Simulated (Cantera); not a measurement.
An adiabatic, constant-volume homogeneous reactor starts with CH4 : O2 : N2 = 1 : 1.67 : 6.27 (molar parts), equivalence ratio 1.2, at 1548 K and 6980 Torr. Integrator tolerance rtol = 1e-08.

Detailed kinetics in Cantera: GRI-Mech 3.0 (53 species, 325 reactions). Above 3000 K some thermodynamic fits are extrapolated.

Problem. What does this change do: pressure from 6980 Torr to 7430 Torr?

Solution. 
```json
[
 {"quantity": "time of steepest temperature rise", "before": "0.128 ms", "after": "0.121 ms"},
 {"quantity": "temperature at 5.00 s", "before": "3153 K", "after": "3159 K"},
 {"quantity": "equilibrium temperature", "before": "3153 K", "after": "3159 K"},
 {"quantity": "x(CH4) at 5.00 s", "before": "2.32e-12 (gas-phase equilibrium 2.80e-12)", "after": "2.56e-12 (gas-phase equilibrium 3.09e-12)"},
 {"quantity": "x(O2) at 5.00 s", "before": "0.00625 (gas-phase equilibrium 0.00625)", "after": "0.00615 (gas-phase equilibrium 0.00615)"},
 {"quantity": "x(C2H6) at 5.00 s", "before": "<1e-12 (gas-phase equilibrium <1e-12)", "after": "<1e-12 (gas-phase equilibrium <1e-12)"},
 {"quantity": "x(NO) at 5.00 s", "before": "0.00898 (gas-phase equilibrium 0.00898)", "after": "0.00896 (gas-phase equilibrium 0.00896)"},
 {"quantity": "x(H2O) at 5.00 s", "before": "0.162 (gas-phase equilibrium 0.162)", "after": "0.162 (gas-phase equilibrium 0.162)"},
 {"quantity": "x(CH3) at 5.00 s", "before": "1.06e-11 (gas-phase equilibrium 1.28e-11)", "after": "1.15e-11 (gas-phase equilibrium 1.39e-11)"}
]
```

Problem. What does this change do: initial temperature 1548 to 1273 K?

Solution. 
```json
[
 {"quantity": "time of steepest temperature rise", "before": "0.128 ms", "after": "2.22 ms"},
 {"quantity": "temperature at 5.00 s", "before": "3153 K", "after": "3050 K"},
 {"quantity": "equilibrium temperature", "before": "3153 K", "after": "3050 K"},
 {"quantity": "x(CH4) at 5.00 s", "before": "2.32e-12 (gas-phase equilibrium 2.80e-12)", "after": "2.50e-12 (gas-phase equilibrium 2.98e-12)"},
 {"quantity": "x(O2) at 5.00 s", "before": "0.00625 (gas-phase equilibrium 0.00625)", "after": "0.00404 (gas-phase equilibrium 0.00404)"},
 {"quantity": "x(C2H6) at 5.00 s", "before": "<1e-12 (gas-phase equilibrium <1e-12)", "after": "<1e-12 (gas-phase equilibrium <1e-12)"},
 {"quantity": "x(NO) at 5.00 s", "before": "0.00898 (gas-phase equilibrium 0.00898)", "after": "0.00646 (gas-phase equilibrium 0.00646)"},
 {"quantity": "x(H2O) at 5.00 s", "before": "0.162 (gas-phase equilibrium 0.162)", "after": "0.172 (gas-phase equilibrium 0.172)"},
 {"quantity": "x(CH3) at 5.00 s", "before": "1.06e-11 (gas-phase equilibrium 1.28e-11)", "after": "8.61e-12 (gas-phase equilibrium 1.03e-11)"}
]
```
